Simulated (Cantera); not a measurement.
Gas mixture: C₂H₆ = 0.36 (molar parts), at 19.5 Torr, frozen composition.

Cantera's kinetic-theory transport with the Lennard-Jones parameters of GRI-Mech 3.0, ideal gas; thermal conductivity in the mixture-averaged form. The composition is frozen, though it would react at the higher temperatures.

D: mixture-averaged diffusion coefficient of that species in the mixture.

| T (K) | ρ (kg/m³) | cp (J/kg/K) | μ (µPa s) | λ (mW/m/K) | Pr | D (cm²/s) O | D (cm²/s) H₂O | D (cm²/s) NH₃ |
|---|---|---|---|---|---|---|---|---|
| 400 | 0.0235 | 2167 | 12.3 | 35.6 | 0.750 | 14.9 | 10.3 | 10.0 |
| 650 | 0.0145 | [?] | [?] | [?] | 0.752 | [?] | [?] | [?] |
| 900 | 0.0104 | 3837 | 23.8 | 122 | 0.748 | 60.5 | 48.0 | 45.9 |
| 1150 | 0.00818 | 4365 | 28.4 | 165 | 0.751 | 91.4 | 74.5 | 70.9 |
| 1400 | 0.00672 | 4736 | [?] | [?] | 0.749 | [?] | [?] | [?] |
| 1650 | 0.00570 | 5004 | 36.4 | 244 | 0.747 | 167 | 140 | 132 |
| 1900 | 0.00495 | 5196 | 40.0 | 279 | 0.745 | 211 | 178 | 168 |

Question: Fill in the missing entries.

Answer: 
- 650, cp (J/kg/K): 3147
- 650, μ (µPa s): 18.6
- 650, λ (mW/m/K): 77.9
- 650, D (cm²/s) O: 34.8
- 650, D (cm²/s) H₂O: 26.3
- 650, D (cm²/s) NH₃: 25.3
- 1400, μ (µPa s): 32.6
- 1400, λ (mW/m/K): 206
- 1400, D (cm²/s) O: 127
- 1400, D (cm²/s) H₂O: 105
- 1400, D (cm²/s) NH₃: 99.9
